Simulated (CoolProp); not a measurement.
Vapour-liquid equilibrium of n-heptane (1) + ethylbenzene (2) at 368.8 K; x and y are mole fractions of (1).

Computed with CoolProp (multi-fluid Helmholtz-energy mixture model, Span 2003 and Zhou 2012; pair parameters Bell 2016).

```json
[
 {"x": "0.05", "bubble pressure (MPa)": "0.03433", "y at the bubble point": "0.178", "dew pressure at overall composition x (MPa)": "0.03078", "liquid density (mol/L)": "7.447"},
 {"x": "0.15", "bubble pressure (MPa)": "(withheld)", "y at the bubble point": "0.404", "dew pressure at overall composition x (MPa)": "0.03348", "liquid density (mol/L)": "7.291"},
 {"x": "0.25", "bubble pressure (MPa)": "0.05036", "y at the bubble point": "0.544", "dew pressure at overall composition x (MPa)": "0.03668", "liquid density (mol/L)": "7.140"},
 {"x": "0.35", "bubble pressure (MPa)": "0.05710", "y at the bubble point": "0.642", "dew pressure at overall composition x (MPa)": "0.04050", "liquid density (mol/L)": "6.994"},
 {"x": "0.45", "bubble pressure (MPa)": "0.06328", "y at the bubble point": "0.718", "dew pressure at overall composition x (MPa)": "0.04512", "liquid density (mol/L)": "(withheld)"},
 {"x": "0.55", "bubble pressure (MPa)": "0.06908", "y at the bubble point": "0.781", "dew pressure at overall composition x (MPa)": "0.05076", "liquid density (mol/L)": "(withheld)"},
 {"x": "0.65", "bubble pressure (MPa)": "0.07463", "y at the bubble point": "0.836", "dew pressure at overall composition x (MPa)": "0.05768", "liquid density (mol/L)": "6.584"},
 {"x": "0.75", "bubble pressure (MPa)": "0.08003", "y at the bubble point": "0.885", "dew pressure at overall composition x (MPa)": "0.06612", "liquid density (mol/L)": "6.456"},
 {"x": "0.85", "bubble pressure (MPa)": "(withheld)", "y at the bubble point": "0.932", "dew pressure at overall composition x (MPa)": "0.07615", "liquid density (mol/L)": "(withheld)"},
 {"x": "0.95", "bubble pressure (MPa)": "0.09074", "y at the bubble point": "0.977", "dew pressure at overall composition x (MPa)": "0.08748", "liquid density (mol/L)": "6.214"}
]
```

Problem. Complete the blanks.

Solution. 
- 0.15, bubble pressure (MPa): 0.04286
- 0.45, liquid density (mol/L): 6.853
- 0.55, liquid density (mol/L): 6.716
- 0.85, bubble pressure (MPa): 0.08538
- 0.85, liquid density (mol/L): 6.333

No azeotrope shows between x = 0.05 and 0.95.

The pair parameters rest on a limited set of measurements; away from them the model extrapolates.
